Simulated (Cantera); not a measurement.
Charge: 1 mol Si2Cl6, 0.24 mol HCl, 750 mol H2, equilibrated at 1252 °C and 2.00 bar.

Method: chemical equilibrium by Gibbs-energy minimisation in Cantera with the NASA 1993 tables (ideal gas, pure condensed phases). Candidate condensed phases: Si; 19 gas species. The feed counts by its element totals alone. Kinetics and transport are ignored.

Base state: H2 0.992, HCl 0.00782, SiCl2 0.000202, H 1.67e-5, SiH2Cl2 1.11e-5 (mole fractions); condensed: Si(s).

Task: What changes in the equilibrium state with this change: temperature from 1252 °C to 802 °C?

Result: 
```json
[
 {"species": "H2", "before": "0.992", "after": "0.994"},
 {"species": "HCl", "before": "0.00782", "after": "0.00416"},
 {"species": "SiHCl3", "before": "4.79e-6", "after": "0.000789"},
 {"species": "H", "before": "1.67e-5", "after": "1.03e-8"},
 {"species": "SiCl4", "before": "3.34e-7", "after": "0.000265"},
 {"species": "SiH2Cl2", "before": "1.11e-5", "after": "0.000274"},
 {"species": "Si(s), mol", "before": "1.82", "after": "0.938"}
]
```
The tables' values for SiCl3 are old estimates; treat these amounts as uncertain.
